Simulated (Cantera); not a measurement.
A perfectly stirred reactor is fed with 15.9 % H2, 17.6 % O2, 66.5 % N2, at 593 Torr; it is adiabatic with a 398 K inlet, and is followed from long to short residence time, starting on the burning branch (τ in s: 0.26, 0.12, 0.051, 0.023, 0.01, 0.0044, 0.0019, 0.00085, 0.00038, 0.00017, 7.3e-05).

Model: the H2/O2 subset of GRI-Mech 3.0, which has no nitrogen chemistry, integrated in Cantera.

**Question.** Predict: blow-out, bracketed by the residence times tried; x(H2) at τ = 0.260 s; x(O2) at τ = 0.260 s; x(H2O) at τ = 0.260 s; x(H) at τ = 0.260 s; x(OH) at τ = 0.260 s; x(H2) at τ = 4.40 ms; x(O2) at τ = 4.40 ms; x(H2O) at τ = 4.40 ms; x(H) at τ = 4.40 ms; x(OH) at τ = 4.40 ms.

**Answer.** 
```json
{
 "blow_out_bracketed_by_the_residence_times_tried": "burning at 73.0 µs, the shortest tried",
 "x(H2) at τ = 0.260 s": "9.40e-5",
 "x(O2) at τ = 0.260 s": "0.105",
 "x(H2O) at τ = 0.260 s": "0.172",
 "x(H) at τ = 0.260 s": "8.29e-6",
 "x(OH) at τ = 0.260 s": "0.000846",
 "x(H2) at τ = 4.40 ms": "0.00138",
 "x(O2) at τ = 4.40 ms": "0.104",
 "x(H2O) at τ = 4.40 ms": "0.169",
 "x(H) at τ = 4.40 ms": "0.000483",
 "x(OH) at τ = 4.40 ms": "0.00304"
}
```
